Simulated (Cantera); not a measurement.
A closed system holds: 1 mol SiCl₄, 24 mol N₂, 17 mol H₂, 0.0031 mol HF, at 10.5 Torr.

Equilibrium computed with Cantera from the NASA thermochemical tables; the gas is ideal and each condensed phase is pure. Candidate condensed phases: NH₄Cl, Si, Si₃N₄; 49 gas species. N₂ is the only nitrogen source here; it is nearly inert below about 1500 K, so the nitride shown seldom forms there in practice. The tables' values for SiCl₃, SiCl are old estimates; treat these amounts as uncertain. Equilibrium is a limit: real reactors are often held back by kinetics, nucleation or transport.

x: gas mole fraction; n: condensed amount in mol.

```csv
T (°C),x N₂,x H₂,x HCl,x SiCl₂,x H,n Si₃N₄(s)
802,0.551,0.354,0.0943,6.50e-7,7.38e-8,0.333
902,0.551,0.354,0.0943,8.06e-6,6.17e-7,0.333
1002,0.551,0.354,0.0942,6.66e-5,3.71e-6,0.332
1102,0.551,0.355,0.0934,0.000396,1.72e-5,0.327
1202,0.552,0.356,0.0905,0.00174,6.54e-5,0.307
1302,0.553,0.359,0.0826,0.00550,0.000210,[?]
1402,0.555,0.363,0.0687,0.0122,0.000592,[?]
1502,0.557,0.369,0.0527,0.0199,0.00149,[?]
```

**Question.** Fill in the missing entries.

**Answer.** 
- 1302, n Si₃N₄(s): 0.253
- 1402, n Si₃N₄(s): 0.157
- 1502, n Si₃N₄(s): 0.0426
